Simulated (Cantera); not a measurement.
What does this Cantera script print?

```python
import numpy as np
import cantera as ct

gas_names = """
    CL CL2 H HCL H2 N NH NH2 NH3 N2 N2H2 N2H4 Na NaCL NaH Na2 Na2CL2
""".split()
cond_names = """
    NH4CL(a) NH4CL(b) Na(cr) Na(L) NaCL(s) NaCL(L)
""".split()


# ... load() reads the species with a 1 bar reference pressure and builds the phases ...
atoms = {
    'NaCl': {'Na': 1, 'CL': 1},
    'HCl': {'H': 1, 'CL': 1},
    'N2': {'N': 2},
}
top_T = {}  # K; cautious upper limits of use, not melting points


# ... equilibrate(T, P, feed) seeds the gas with the atoms and calls Mixture.equilibrate('TP', solver="vcs", rtol=1e-11, max_steps=5000) ...
results = []
feed = {'NaCl': 1, 'HCl': 0.3, 'N2': 7.7}  # mol
T = 1975  # K
for P in [0.1, 1, 10, 100, 1000, 10000, 100000]:
    mix = equilibrate(T, P, feed)
    results.append((T, P, feed, dict(zip(mix.species_names, mix.species_moles))))
    x = sorted(zip(gas.X, gas.species_names), reverse=True)
    print(f"T = {T:g} K  P = {P:g} Pa  gas = {mix.phase_moles(0):.4g} mol")
    print("   x: " + "  ".join(f"{s} {v:.3e}" for v, s in x if v > 0.001))
    print("   condensed (mol): " + ("  ".join(f"{mix.phase(i).name} {mix.phase_moles(i):.4g}"
          for i in range(1, mix.n_phases) if mix.phase_moles(i) > 1e-12) or "none"))
```

Output:

```
T = 1975 K  P = 0.1 Pa  gas = 10.19 mol
   x: N2 7.553e-01  CL 1.175e-01  Na 9.033e-02  H 2.646e-02  NaCL 7.768e-03  HCL 2.223e-03
   condensed (mol): none
T = 1975 K  P = 1 Pa  gas = 9.804 mol
   x: N2 7.854e-01  CL 8.361e-02  Na 6.328e-02  NaCL 3.871e-02  H 1.718e-02  HCL 1.027e-02  H2 1.576e-03
   condensed (mol): none
T = 1975 K  P = 10 Pa  gas = 9.346 mol
   x: N2 8.239e-01  NaCL 7.958e-02  CL 3.966e-02  Na 2.742e-02  HCL 1.986e-02  H 7.003e-03  H2 2.620e-03
   condensed (mol): none
T = 1975 K  P = 100 Pa  gas = 9.123 mol
   x: N2 8.441e-01  NaCL 1.010e-01  HCL 2.543e-02  CL 1.606e-02  Na 8.599e-03  H2 2.621e-03  H 2.215e-03
   condensed (mol): none
T = 1975 K  P = 1000 Pa  gas = 9.043 mol
   x: N2 8.515e-01  NaCL 1.084e-01  HCL 2.871e-02  CL 6.679e-03  Na 2.217e-03  H2 1.931e-03
   condensed (mol): none
T = 1975 K  P = 10000 Pa  gas = 9.016 mol
   x: N2 8.541e-01  NaCL 1.103e-01  HCL 3.084e-02  CL 2.946e-03  H2 1.146e-03
   condensed (mol): none
T = 1975 K  P = 100000 Pa  gas = 9 mol
   x: N2 8.555e-01  NaCL 1.096e-01  HCL 3.210e-02  CL 1.339e-03
   condensed (mol): none
```

Equilibrium computed with Cantera from the NASA thermochemical tables; the gas is ideal and each condensed phase is pure.
